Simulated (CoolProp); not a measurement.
Vapour-liquid equilibrium of isobutene (1) + n-octane (2) at 374.3 K; x and y are mole fractions of (1).

Computed with CoolProp (multi-fluid Helmholtz-energy mixture model, Lemmon 2005 and Beckmüller 2019; pair parameters Bell 2016).

Problem. Give the bubble pressure and the first vapour's composition at x = 0.15, 0.25, 0.85. Is there an azeotrope?

Solution. x = 0.15: 2.678 bar, y = 0.827; x = 0.25: 4.168 bar, y = 0.895; x = 0.85: 15.06 bar, y = 0.989. No azeotrope shows between x = 0.05 and 0.95.

Pair parameters are fitted to limited data, so mixtures are less certain than the pure fluids.
